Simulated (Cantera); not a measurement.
An isothermal, constant-pressure homogeneous reactor starts with CH4 : N2 = 1 : 190 (molar parts), at 1400 K and 293 Torr. Integrator tolerance rtol = 1e-08.

Detailed kinetics in Cantera: GRI-Mech 3.0 (53 species, 325 reactions). GRI-Mech 3.0 stops at C3 and has no aromatics, soot or wall deposition, so with more carbon than oxygen in the feed, carbon stays in small species such as C2H2 where larger ones or solid carbon would form.

What does this change do: temperature 1400 to 1923 K?


```
quantity                                             before                                      after
----------------  -----------------------------------------  -----------------------------------------
x(CH4) at 300 s    0.000247 (gas-phase equilibrium 8.01e-6)    6.27e-8 (gas-phase equilibrium 5.07e-8)
x(C2H) at 300 s   2.11e-10 (gas-phase equilibrium 1.06e-11)    6.21e-7 (gas-phase equilibrium 1.48e-8)
x(HCN) at 300 s     5.37e-8 (gas-phase equilibrium 0.00495)   0.000149 (gas-phase equilibrium 0.00509)
x(CH2) at 300 s     2.75e-11 (gas-phase equilibrium <1e-12)  4.57e-10 (gas-phase equilibrium 3.71e-10)
x(C2H4) at 300 s    6.01e-6 (gas-phase equilibrium 3.07e-7)    8.00e-8 (gas-phase equilibrium 1.90e-9)
```

What does this change do: CH4 1 to 0.15 parts?


```csv
quantity,before,after
x(CH4) at 300 s,0.000247 (gas-phase equilibrium 8.01e-6),4.51e-5 (gas-phase equilibrium 7.42e-8)
x(C2H) at 300 s,2.11e-10 (gas-phase equilibrium 1.06e-11),8.27e-11 (gas-phase equilibrium <1e-12)
x(HCN) at 300 s,5.37e-8 (gas-phase equilibrium 0.00495),2.02e-7 (gas-phase equilibrium 0.000782)
x(CH2) at 300 s,2.75e-11 (gas-phase equilibrium <1e-12),3.42e-11 (gas-phase equilibrium <1e-12)
x(C2H4) at 300 s,6.01e-6 (gas-phase equilibrium 3.07e-7),1.63e-7 (gas-phase equilibrium 1.15e-9)
```
